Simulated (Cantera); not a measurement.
A Cantera script and what it prints.

```python
import numpy as np
import cantera as ct

gas_names = """
    C CO CO2 C2 C2O C3 C3O2 C4 C5 O O2 O3 Ti TiO TiO2
""".split()
cond_names = """
    C(gr) Ti(a) Ti(b) Ti(L) TiC(s) TiC(L) TiO(a) TiO(b) TiO(L) TiO2(ru) TiO2(L) Ti2O3(a) Ti2O3(b)
    Ti2O3(L) Ti3O5(a) Ti3O5(b) Ti3O5(L) Ti4O7(s) Ti4O7(L)
""".split()


def load(file, names, dense=False):
    # The tables refer to 1 bar. Condensed volumes are neglected.
    table = {s.name: s for s in ct.Species.list_from_file(file)}
    out = []
    for n in names:
        d = dict(table[n].input_data)
        d["thermo"] = dict(d["thermo"], **{"reference-pressure": 1e5})
        if dense:
            d["equation-of-state"] = {"model": "constant-volume", "density": "1e6 g/cm^3"}
        out.append(ct.Species.from_dict(d))
    return out


gas = ct.Solution(thermo="ideal-gas", species=load("nasa_gas.yaml", gas_names))
cond = {s.name: ct.Solution(thermo="fixed-stoichiometry", species=[s], name=s.name)
        for s in load("nasa_condensed.yaml", cond_names, dense=True)}
atoms = {
    'Ti': {'Ti': 1},
    'O2': {'O': 2},
    'CO': {'C': 1, 'O': 1},
}
top_T = {'C(gr)': 4500}  # K; cautious upper limits of use, not melting points


def equilibrate(T, P, feed):
    n = {}
    for name, mol in feed.items():
        for a, k in atoms[name].items():
            n[a] = n.get(a, 0.0) + k * mol
    gas.TPX = T, P, n
    mass = sum(n.values()) * gas.mean_molecular_weight
    gas.equilibrate("TP")
    valid = [c for c in cond.values() if c.min_temp <= T <= top_T.get(c.name, c.max_temp)]
    mix = ct.Mixture([(gas, mass / gas.mean_molecular_weight)] + [(c, 0.0) for c in valid])
    mix.T, mix.P = T, P
    mix.equilibrate("TP", solver="vcs", rtol=1e-11, max_steps=5000)
    return mix


results = []
feed = {'Ti': 1, 'O2': 0.37, 'CO': 4.1}  # mol
P = 101325  # Pa
for T in [773, 823, 873, 923, 973, 1023, 1073, 1123]:
    mix = equilibrate(T, P, feed)
    results.append((T, P, feed, dict(zip(mix.species_names, mix.species_moles))))
    x = sorted(zip(gas.X, gas.species_names), reverse=True)
    print(f"T = {T:g} K  P = {P:g} Pa  gas = {mix.phase_moles(0):.4g} mol")
    print("   x: " + "  ".join(f"{s} {v:.3e}" for v, s in x if v > 0.001))
    print("   condensed (mol): " + ("  ".join(f"{mix.phase(i).name} {mix.phase_moles(i):.4g}"
          for i in range(1, mix.n_phases) if mix.phase_moles(i) > 1e-12) or "none"))
```

Output:

```
T = 773 K  P = 101325 Pa  gas = 1.465 mol
   x: CO2 9.384e-01  CO 6.158e-02
   condensed (mol): C(gr) 2.635  TiO2(ru) 1
T = 823 K  P = 101325 Pa  gas = 1.522 mol
   x: CO2 8.664e-01  CO 1.336e-01
   condensed (mol): C(gr) 2.578  TiO2(ru) 1
T = 873 K  P = 101325 Pa  gas = 1.627 mol
   x: CO2 7.454e-01  CO 2.546e-01
   condensed (mol): C(gr) 2.473  TiO2(ru) 1
T = 923 K  P = 101325 Pa  gas = 1.802 mol
   x: CO2 5.756e-01  CO 4.244e-01
   condensed (mol): C(gr) 2.298  TiO2(ru) 1
T = 973 K  P = 101325 Pa  gas = 2.051 mol
   x: CO 6.153e-01  CO2 3.847e-01
   condensed (mol): C(gr) 2.049  TiO2(ru) 1
T = 1023 K  P = 101325 Pa  gas = 2.327 mol
   x: CO 7.797e-01  CO2 2.203e-01
   condensed (mol): C(gr) 1.773  TiO2(ru) 1
T = 1073 K  P = 101325 Pa  gas = 2.553 mol
   x: CO 8.876e-01  CO2 1.124e-01
   condensed (mol): C(gr) 1.547  TiO2(ru) 1
T = 1123 K  P = 101325 Pa  gas = 2.693 mol
   x: CO 9.453e-01  CO2 5.467e-02
   condensed (mol): C(gr) 1.407  TiO2(ru) 1
```

These are equilibrium values from Cantera (NASA tables, ideal gas, pure condensed phases), not measurements of a reactor.
